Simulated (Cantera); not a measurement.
Mixture: 3.43 % C3H8, 15.6 % O2, 58.7 % N2, 22.3 % CO2, equivalence ratio 1.1, at 690000 Pa, adiabatic and at constant pressure. Ignition delay is the time to a rise of 400 K.

Detailed kinetics in Cantera: GRI-Mech 3.0 (53 species, 325 reactions). GRI-Mech 3.0 was tuned for natural gas; its chemistry of propane as a main component is partial and can be far from experiment.

### Question
Predict: delay at 1125 K; delay at 1225 K; delay at 1325 K; delay at 1425 K; delay at 1525 K; apparent activation energy between 1475 and 1575 K.

### Answer
```json
{
  "delay at 1125 K": "11.5 ms",
  "delay at 1225 K": "1.73 ms",
  "delay at 1325 K": "0.319 ms",
  "delay at 1425 K": "77.9 µs",
  "delay at 1525 K": "25.4 µs",
  "apparent activation energy between 1475 and 1575 K": "190 kJ/mol"
}
```
